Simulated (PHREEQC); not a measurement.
A column of 1 m (40 cells, dispersivity 0.08 m, 300 s a shift, diffusion coefficient 3e-10 m²/s) holds 0.031 eq of the database's cation exchanger X per kg of pore water, first in equilibrium with 7 mmol/kgw SrCl2 and 0.01 mmol/kgw HCl. It is flushed with 0.07 mmol/kgw PbCl2, 34 mmol/kgw NaCl and 0.01 mmol/kgw HCl, at 15 °C. Values are for the last cell. The system is closed to CO2. No solid was allowed to form.

The series has 33 steps of pore volumes, from 0 to 4.013.

All values are PHREEQC results (ion-association model, phreeqc.dat), not measurements.

After how many pore volumes does Na at the outlet first reach half of its feed value?

By 1.1 pore volumes.
